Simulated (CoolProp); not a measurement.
Vapour-liquid equilibrium of R1234yf (1) + R1234ze(E) (2) at 0.942 MPa; x and y are mole fractions of (1).

Values from CoolProp's multi-fluid Helmholtz-energy mixture model, Lemmon 2022 and Thol 2016; pair parameters Bell 2022.

| x | bubble temperature, mixture model (°C) | bubble temperature, Raoult's law (°C) | y, mixture model | y, Raoult's law |
|---|---|---|---|---|
| 0.05 | 47.1 | 47.2 | 0.063 | 0.065 |
| 0.2 | 45.2 | 45.4 | 0.239 | 0.248 |
| 0.35 | 43.4 | 43.7 | 0.400 | 0.415 |
| 0.5 | 41.8 | 42.1 | 0.551 | 0.570 |
| 0.65 | 40.3 | 40.5 | 0.694 | 0.711 |
| 0.8 | 38.9 | 38.9 | 0.830 | 0.842 |
| 0.95 | 37.4 | 37.4 | 0.959 | 0.962 |

The largest gap from Raoult's law is -0.3 K in bubble temperature, at x = 0.35. No azeotrope shows between x = 0.05 and 0.95.

Pair parameters are fitted to limited data, so mixtures are less certain than the pure fluids.
